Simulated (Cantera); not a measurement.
A freely propagating, adiabatic, planar premixed flame of H₂ : O₂ : N₂ = 1 : 0.833 : 2.17 (molar parts), equivalence ratio 0.60, unburnt at 600 K and 1730 Torr; mixture-averaged transport, grid criteria slope 0.08 and curve 0.16, no radiation.

Model: the H2/O2 subset of GRI-Mech 3.0, which has no nitrogen chemistry, integrated in Cantera. The hydrogen kinetics of GRI-Mech 3.0 are dated; newer H2 mechanisms differ, most at raised pressure. Burning velocities carry a grid error of a few per cent, more on coarse grids. Lean hydrogen flames are cellular in practice and burn faster than this planar one.

Task: What does this change do: 0.24 parts H2O added?

Result: 
```
quantity                    before     after
------------------------  --------  --------
laminar burning velocity  617 cm/s  500 cm/s
thermal thickness         0.133 mm  0.127 mm
peak x(O)                   0.0162    0.0113
peak x(OH)                  0.0208    0.0179
peak x(HO₂)               0.000671  0.000805
peak x(H)                   0.0244    0.0171
```
